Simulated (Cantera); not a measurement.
An isothermal, constant-pressure homogeneous reactor starts with H2 : O2 : N2 = 1.9 : 1 : 1 (molar parts), equivalence ratio 0.95, at 1075 K and 0.484 atm. Integrator tolerance rtol = 1e-08.

Detailed kinetics in Cantera: the H2/O2 subset of GRI-Mech 3.0, which has no nitrogen chemistry. The temperature is held fixed by assumption; the heat of reaction is taken as removed at once.

Problem. What does this change do: temperature 1075 to 923 K?

Solution. 
```
quantity                                              before                                     after
-----------------  -----------------------------------------  ----------------------------------------
x(H2) at 10.0 s      5.65e-9 (gas-phase equilibrium 4.99e-9)   0.0159 (gas-phase equilibrium 5.18e-11)
x(O2) at 10.0 s        0.0169 (gas-phase equilibrium 0.0169)     0.0247 (gas-phase equilibrium 0.0169)
x(H) at 10.0 s     1.41e-12 (gas-phase equilibrium 1.49e-12)    7.98e-8 (gas-phase equilibrium <1e-12)
x(HO2) at 10.0 s   9.88e-10 (gas-phase equilibrium 9.14e-10)  1.47e-5 (gas-phase equilibrium 7.89e-11)
x(O) at 10.0 s     1.75e-10 (gas-phase equilibrium 2.46e-10)  1.65e-8 (gas-phase equilibrium 2.34e-12)
x(H2O) at 10.0 s         0.644 (gas-phase equilibrium 0.644)       0.623 (gas-phase equilibrium 0.644)
x(H2O2) at 10.0 s  2.90e-10 (gas-phase equilibrium 4.04e-10)  4.03e-5 (gas-phase equilibrium 5.69e-11)
```
Below about 950 K walls govern HO2 and H2O2 in real vessels.
